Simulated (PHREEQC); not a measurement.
A PHREEQC speciation (ion-association model, phreeqc.dat) at 20 °C gives pH 1.42 and these molalities:

```tsv
species	mol/kgw
H+	0.0441
BF4-	0.0423
HF	0.0101
H3BO3	0.00216
BF3OH-	0.00139
F-	0.000238
BF2(OH)2-	0.000155
HF2-	8.82e-6
```

Q: What are the element totals, and what could have been dissolved in 1 kg of water to give them?

A: One answer among several that fit: totals B 0.0460, F 0.184 mol/kgw, from 0.046 mol HBF4 per kg of water.

No solid was allowed to form. Real BF4- forms and hydrolyses slowly; the run takes it at equilibrium.
